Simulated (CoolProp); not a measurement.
n-perfluoropentane along the isobar 4.54 MPa: density (kg/m³) from the reference equation and from simpler models built on Tc = 147.9 °C, pc = 2.063 MPa, ω = 0.436; each cubic takes its own stable root.

Computed with CoolProp (reference Helmholtz-energy equation of state, Gao 2022).

```tsv
T (°C)	phase	reference
19.95	liquid	1644
28.25	liquid	1619
36.55	liquid	1593
44.95	liquid	1566
53.25	liquid	1539
61.55	liquid	1511
69.95	liquid	1482
78.25	liquid	1452
86.55	liquid	1420
94.95	liquid	1387
103.25	liquid	1353
111.55	liquid	1317
119.95	liquid	1278
```

Question: How far does each simpler model (van der Waals, Redlich-Kwong, Soave-Redlich-Kwong, Peng-Robinson) lie from the reference over these 13 states: mean and median of the absolute difference, and the worst?

Answer: 
- van der Waals: mean 35.0 %, median 35.3 %, worst -37.0 % at 19.95 °C and 4.54 MPa
- Redlich-Kwong: mean 11.2 %, median 11.3 %, worst -11.9 % at 119.95 °C and 4.54 MPa
- Soave-Redlich-Kwong: mean 6.8 %, median 6.4 %, worst -8.8 % at 119.95 °C and 4.54 MPa
- Peng-Robinson: mean 5.1 %, median 5.5 %, worst +6.1 % at 36.55 °C and 4.54 MPa
